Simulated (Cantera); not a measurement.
Feed: 1 mol SiCl4, 4.1 mol O2, 1.5 mol N2, 0.24 mol N2O, held at 1.00 bar.

Equilibrium computed with Cantera from the NASA thermochemical tables; the gas is ideal and each condensed phase is pure. Candidate condensed phases: Si, SiO2, Si2N2O, Si3N4; 23 gas species. The tables hold silica as quartz up to 1696 K and as liquid above; real silica turns to tridymite and cristobalite and melts near 1996 K. Kinetics and transport are ignored.

x: gas mole fraction; n: condensed amount in mol.

```csv
T (K),x O2,x Cl2,x N2,x Cl,x NO,n SiO2(α-quartz),n SiO2(β-quartz),n SiO2(condensed)
798,0.463,0.287,0.250,4.79e-6,1.62e-6,1.00,0,0
898,0.463,0.287,0.250,3.82e-5,7.50e-6,0,1.00,0
998,0.463,0.287,0.250,…,…,0,1.00,0
1098,0.462,0.287,0.250,0.000792,6.97e-5,0,1.00,0
1198,0.462,0.286,0.250,0.00247,0.000161,0,1.00,0
1298,0.461,0.283,0.249,0.00648,0.000325,0,1.00,0
1398,0.459,0.278,0.248,…,…,0,1.00,0
1498,0.455,0.268,0.246,0.0298,0.000996,0,1.000,0
1598,0.449,0.252,0.242,0.0545,0.00156,0,1.000,0
1698,0.440,0.228,0.237,0.0908,0.00229,0,0,1.000
1798,0.428,0.197,0.231,0.139,0.00319,0,0,1.000
1898,0.414,0.160,0.223,0.196,0.00426,0,0,1.000
```

Fill in the missing entries.


- 998, x Cl: 0.000202
- 998, x NO: 2.56e-5
- 1398, x Cl: 0.0148
- 1398, x NO: 0.000594
